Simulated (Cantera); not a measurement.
A freely propagating, adiabatic, planar premixed flame of H2 : O2 : N2 = 1 : 0.294 : 1.11 (molar parts), equivalence ratio 1.7, unburnt at 525 K and 0.276 atm; mixture-averaged transport, grid criteria slope 0.08 and curve 0.16, no radiation.

Model: the H2/O2 subset of GRI-Mech 3.0, which has no nitrogen chemistry, integrated in Cantera. Burning velocities carry a grid error of a few per cent, more on coarse grids.

Problem. Predict: laminar burning velocity; thermal thickness; peak x(O); peak x(HO2); peak x(H2O2).

Solution. 
```json
{
 "laminar_burning_velocity": "624 cm/s",
 "thermal_thickness": "2.25 mm",
 "peak x(O)": "0.00646",
 "peak x(HO2)": "0.000115",
 "peak x(H2O2)": "4.69e-6"
}
```
